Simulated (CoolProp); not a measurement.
Isobutene along the isotherm 430.4 K: density (kg/m³) from the reference equation and from simpler models built on Tc = 418.1 K, pc = 4.016 MPa, ω = 0.193; each cubic takes its own stable root.

The numbers come from the reference Helmholtz-energy equation of state, Lemmon 2005 in CoolProp. It is a short technical equation, of lower accuracy than the large ones.

```tsv
p (MPa)	phase	reference
0.019	gas	0.2983
0.028	gas	0.4400
0.041	gas	0.6449
0.0602	gas	0.9483
0.0884	gas	1.396
0.13	gas	2.059
0.19	gas	3.025
0.28	gas	4.490
0.41	gas	6.647
0.602	gas	9.924
0.884	gas	14.95
1.3	gas	22.91
1.9	gas	35.81
2.8	gas	59.95
4.1	supercritical	120.3
6.02	supercritical	348.4
```

**Question.** How far does each simpler model (ideal gas, Soave-Redlich-Kwong, Peng-Robinson) lie from the reference over these 16 states: mean and median of the absolute difference, and the worst?

**Answer.** 
- ideal gas: mean 12.3 %, median 2.8 %, worst -72.9 % at 430.4 K and 6.02 MPa
- Soave-Redlich-Kwong: mean 1.4 %, median 0.1 %, worst -16.5 % at 430.4 K and 6.02 MPa
- Peng-Robinson: mean 1.0 %, median 0.3 %, worst -8.6 % at 430.4 K and 6.02 MPa
